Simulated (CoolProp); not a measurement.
A single-stage vapour-compression cycle with the fluid: evaporating at 318.15 K (dew point), condensing at 364.15 K (bubble point), superheat 10 K, subcooling 2 K, compressor efficiency 0.7, no pressure losses. The same conditions are run with several fluids, on thermodynamics alone (safety and materials aside).

Computed with CoolProp (reference Helmholtz-energy equation of state of each fluid (fluoroethane (R161): Wu 2012; n-hexane: Thol 2019; n-pentane: Thol 2019; cyclohexane: Zhou 2014; isobutane: Bücker 2006; cyclopentane: Gedanitz 2015)).

```
fluid                cooling COP  pressure ratio  discharge temperature (K)  refrigerating effect (kJ/kg)  volumetric capacity (kJ/m³)
-------------------  -----------  --------------  -------------------------  ----------------------------  ---------------------------
fluoroethane (R161)         3.16            2.64                      394.2                           199                         6780
n-hexane                    4.00            4.31                      366.4                           262                          382
n-pentane                   3.94            3.54                      369.0                           257                          973
cyclohexane                 4.21            4.55                      377.1                           303                          285
isobutane                   3.51            2.77                      373.0                           203                         2990
cyclopentane                4.21            3.81                      383.4                           316                          736
```
